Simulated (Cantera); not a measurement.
Transport properties of process gases

Gas mixture: 41.6 % NO, 58.4 % N₂, at 0.000150 bar, frozen composition.

Cantera's kinetic-theory transport with the Lennard-Jones parameters of GRI-Mech 3.0, ideal gas; thermal conductivity in the multicomponent form. The composition is frozen, though it would react at the higher temperatures.

```tsv
T (K)	ρ (kg/m³)	cp (J/kg/K)	μ (µPa s)	λ (mW/m/K)	Pr	D (cm²/s) H₂	D (cm²/s) CH₄	D (cm²/s) H
400	0.000130	1026	22.7	32.8	0.710	8560	2510	13700
650	8.01e-5	1071	31.7	48.0	0.707	19300	5790	31700
900	5.78e-5	1133	39.3	63.0	0.707	33200	10000	54900
1150	4.52e-5	1177	46.1	76.9	0.706	49800	15100	82700
1400	3.72e-5	1209	52.4	89.8	0.706	68900	20900	115000
1650	3.15e-5	1234	58.3	102	0.706	90500	27500	151000
1900	2.74e-5	1252	63.9	113	0.706	114000	34800	191000
```
D: mixture-averaged diffusion coefficient of that species in the mixture.
